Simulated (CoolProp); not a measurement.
Vapour-liquid equilibrium of R143a (1) + fluoroethane (R161) (2) at 393 kPa; x and y are mole fractions of (1).

Model: multi-fluid Helmholtz-energy mixture model, Lemmon and Jacobsen 2000 and Wu 2012; pair parameters Bell 2016, in CoolProp.

```csv
x,bubble temperature (K),y at the bubble point,dew temperature at overall composition x (K),liquid density (mol/L)
0.05,269.3,0.071,269.5,15.73
0.15,267.9,0.201,268.4,15.37
0.25,266.6,?,267.4,15.03
0.35,265.5,0.429,?,14.69
0.45,264.4,?,265.3,14.36
0.55,263.4,0.626,264.2,14.05
0.65,262.4,0.716,263.1,13.74
0.75,261.5,0.802,262.0,13.44
0.85,260.6,0.884,261.0,13.15
0.95,259.7,0.962,?,12.86
```

### Question
What belongs in the gaps?

### Answer

- 0.25, y at the bubble point: 0.320
- 0.35, dew temperature at overall composition x (K): 266.3
- 0.45, y at the bubble point: 0.531
- 0.95, dew temperature at overall composition x (K): 259.9

No azeotrope shows between x = 0.05 and 0.95.

Pair parameters are fitted to limited data, so mixtures are less certain than the pure fluids.
